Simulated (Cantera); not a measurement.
A closed system holds: 1 mol SiF4, 1.4 mol NO, 43 mol N2, at 13.3 mbar.

These are equilibrium values from Cantera (NASA tables, ideal gas, pure condensed phases), not measurements of a reactor. Candidate condensed phases: Si, SiO2, Si2N2O, Si3N4; 28 gas species. Rates play no part. All values below are at 600 °C.

Base state: N2 0.963, SiF4 0.0220, O2 0.0154 (mole fractions); condensed: gas only.

What changes in the equilibrium state with this change: NO from 1.4 to 0.23 mol?


```tsv
species	before	after
N2	0.963	0.975
SiF4	0.0220	0.0226
O2	0.0154	0.00260
```
